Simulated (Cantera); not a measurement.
Equilibrium for iron carbonyl, mercury and lead vapours: Pb + N2 + CO

A closed system holds: 1 mol Pb, 0.76 mol N2, 6.1 mol CO, held at 0.133 bar.

Equilibrium computed with Cantera from the NASA thermochemical tables; the gas is ideal and each condensed phase is pure. Candidate condensed phases: C, Pb, PbO, PbO2, Pb3O4; 27 gas species. Rates play no part.

```
T (°C)  log p CO  log p CO2  log p N2  log p Pb  log p Pb2  n C(graphite)  n Pb(l)
------  --------  ---------  --------  --------  ---------  -------------  -------
677        -1.00      -1.78     -1.78     -5.30     -11.14          0.765    1.000
727        -0.96      -2.16     -1.81     -4.79     -10.29          0.341    0.999
777        -0.94      -2.55     -1.82     -4.33      -9.53          0.143    0.998
827        -0.93      -2.92     -1.83     -3.92      -8.83         0.0618    0.994
877        -0.93      -3.26     -1.83     -3.54      -8.20         0.0281    0.985
927        -0.93      -3.58     -1.83     -3.19      -7.62         0.0135    0.967
977        -0.93      -3.88     -1.83     -2.87      -7.09        0.00687    0.931
1027       -0.94      -4.16     -1.84     -2.58      -6.60        0.00366    0.862
1077       -0.94      -4.42     -1.85     -2.31      -6.15        0.00203    0.739
1127       -0.96      -4.68     -1.86     -2.06      -5.73        0.00116    0.520
1177       -0.98      -4.93     -1.88     -1.83      -5.35       0.000674    0.136
```
log p: log10 of the partial pressure in bar; n: condensed amount in mol.

From 677 °C to 1177 °C the condensed part is C(graphite) + Pb(l). The main Pb-bearing gas is Pb throughout. The share of Pb in condensed phases is highest at 677 °C (100.0 %) and lowest at 1177 °C (13.6 %).
